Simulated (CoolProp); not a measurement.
Vapour-liquid equilibrium of ethane (1) + n-pentane (2) at 274.5 K; x and y are mole fractions of (1).

Values from CoolProp's multi-fluid Helmholtz-energy mixture model, Bücker 2006 and Thol 2019; pair parameters Kunz 2012.

Task: Give the bubble pressure and the first vapour's composition at x = 0.2, 0.275, 0.875. Is there an azeotrope?

Result: x = 0.2: 0.4631 MPa, y = 0.946; x = 0.275: 0.6300 MPa, y = 0.961; x = 0.875: 2.058 MPa, y = 0.995. No azeotrope shows between x = 0.05 and 0.95.

Pair parameters are fitted to limited data, so mixtures are less certain than the pure fluids.
